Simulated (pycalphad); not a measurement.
Computed with pycalphad from the COST 507 light-alloy database (1999), at 1 atm. The database dates from 1999; later assessments differ in places, in temperatures and in the compounds included. Phase fractions are per mole of atoms. Kinetics are ignored, which matters at the lower temperatures.

**Question.** Give the equilibrium state of Ti-0.92Hf-0.37B (at.%) at 1177 °C.

**Answer.** bcc, fraction 0.996, with 0.92 Hf, 0.17 B at.%; BM, fraction 0.004, with 0.07 Hf, 50.0 B at.%.

**Question.** Give the equilibrium state of Ti-0.92Hf-0.37B (at.%) at 577 °C.

**Answer.** 
```
T = 850.00 K, P = 101325 Pa, N = 1 mol of atoms
G = -36296 J/mol, H = 15328 J/mol, S = 60.73 J/(mol K)  (SER reference)
chemical potentials (J/mol): Ti -35423, Hf -74635, B -173973
phase             fraction      x(Ti)      x(Hf)       x(B)
HCP_A3              0.9939     0.9901     0.0093   0.000675
BM                  0.0061     0.4996   0.000417     0.5000
```

Database names, with the compositions (at.%) that they take in these runs: BM: Ti 50 B 50. HCP_A3 is hcp.
